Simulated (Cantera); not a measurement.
Feed: 1 mol Si₃N₄, 0.11 mol O₂, a varied amount of H₂, equilibrated at 0.000590 bar.

These are equilibrium values from Cantera (NASA tables, ideal gas, pure condensed phases), not measurements of a reactor. Candidate condensed phases: H₂O, Si, SiO₂, Si₂N₂O, Si₃N₄; 35 gas species. Mutual solubility and eutectic melting of coexisting phases are not modelled. Equilibrium is a limit: real reactors are often held back by kinetics, nucleation or transport.

Stable condensed phases, one row left out:

```
T in K \ n(H₂) in mol
         12 15 18 23 28 35 43 54
   1525   A  B  B  B  B  C  C  C
   1475   A  A  A  A  A  A  B  B
   1425   A  A  A  A  A  A  A  A
   1375   D  A  A  A  A  A  A  A
   1325   D  D  D  D  D  D  D  A
   1225   D  D  D  D  D  D  D  D
   1175   D  D  D  D  D  D  D  D
   1125   D  D  D  D  D  D  D  D
   1075   D  D  D  D  D  D  D  D
   1025   D  D  D  D  D  D  D  D
```

A: Si + Si₂N₂O + Si₃N₄; B: Si + Si₂N₂O; C: Si; D: Si₂N₂O + Si₃N₄.

Question: Give the row for 1275 K.

Answer: 12: Si₂N₂O + Si₃N₄; 15: Si₂N₂O + Si₃N₄; 18: Si₂N₂O + Si₃N₄; 23: Si₂N₂O + Si₃N₄; 28: Si₂N₂O + Si₃N₄; 35: Si₂N₂O + Si₃N₄; 43: Si₂N₂O + Si₃N₄; 54: Si₂N₂O + Si₃N₄.
